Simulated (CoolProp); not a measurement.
Vapour-liquid equilibrium of R125 (1) + R1234yf (2) at 25.35 °C; x and y are mole fractions of (1).

Model: multi-fluid Helmholtz-energy mixture model, Lemmon 2005 and Lemmon 2022; pair parameters Bell 2023, in CoolProp.

```csv
x,bubble pressure (MPa),y at the bubble point,dew pressure at overall composition x (MPa),liquid density (mol/L)
0.05,0.7225,0.085,0.7086,9.578
0.15,0.7888,0.235,0.7500,9.611
0.25,0.8555,0.365,0.7961,9.642
0.35,0.9228,0.479,0.8475,9.674
0.45,0.9911,0.580,0.9051,9.705
0.55,1.060,0.672,0.9700,9.737
0.65,1.131,0.755,1.043,9.770
0.75,1.203,0.831,1.127,9.803
0.85,1.277,0.902,1.222,9.838
0.95,1.352,0.968,1.330,9.874
```

No azeotrope shows between x = 0.05 and 0.95.

Pair parameters are fitted to limited data, so mixtures are less certain than the pure fluids.
